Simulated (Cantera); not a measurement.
A perfectly stirred reactor is fed with 98.7 % N₂O, 1.28 % H₂O, at 1.01 bar; it is held at 1175 K, and followed from long to short residence time.

Computed with Cantera and GRI-Mech 3.0 (53 species, 325 reactions). GRI-Mech 3.0 was tuned for natural gas; its chemistry of N2O as a main component is partial and can be far from experiment. The mechanism lacks the step 2 NO + O2 → 2 NO2, which can matter for NO2 below about 1400 K. The temperature is held fixed by assumption; the heat of reaction is taken as removed at once.

x: mole fraction; the columns are a selection and need not sum to one.

```tsv
τ (s)	x N₂O	x H₂O	x NO	x O	x H₂	x H
2.8	0.417	0.0104	0.0259	7.62e-7	4.41e-9	4.23e-10
1.0	0.645	0.0114	0.0171	9.18e-7	5.49e-9	5.36e-10
0.40	0.808	0.0121	0.00929	1.01e-6	6.50e-9	6.07e-10
0.15	0.910	0.0125	___	1.08e-6	___	6.47e-10
0.057	0.956	0.0127	___	1.13e-6	___	6.57e-10
0.021	0.975	0.0128	0.000587	1.17e-6	1.27e-8	6.32e-10
0.0081	0.983	0.0128	0.000234	1.19e-6	1.35e-8	5.66e-10
```

Question: Some entries are withheld; supply them.

Answer: 
- 0.15, x NO: 0.00402
- 0.15, x H₂: 7.84e-9
- 0.057, x NO: 0.00159
- 0.057, x H₂: 9.90e-9
